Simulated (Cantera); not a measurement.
Feed: 1 mol SiH4, a varied amount of C3H8, 6.1 mol H2, held at 1725 °C and 0.560 bar.

Cantera equilibrium calculation (NASA polynomials, part measured and part estimated; ideal gas, pure solids and liquids). Candidate condensed phases: C, C6H6, C7H8, C8H18, Si, SiC; 87 gas species. Equilibrium is a limit: real reactors are often held back by kinetics, nucleation or transport.

Q: At 0.65 mol C3H8, list the 5 most abundant gas species with their mole fractions, and the condensed phases.

A: H2 0.997, H 0.00214, C2H2 (acetylene) 0.000756, CH4 0.000237, CH3 1.01e-5. Condensed: C(graphite) + SiC(s).
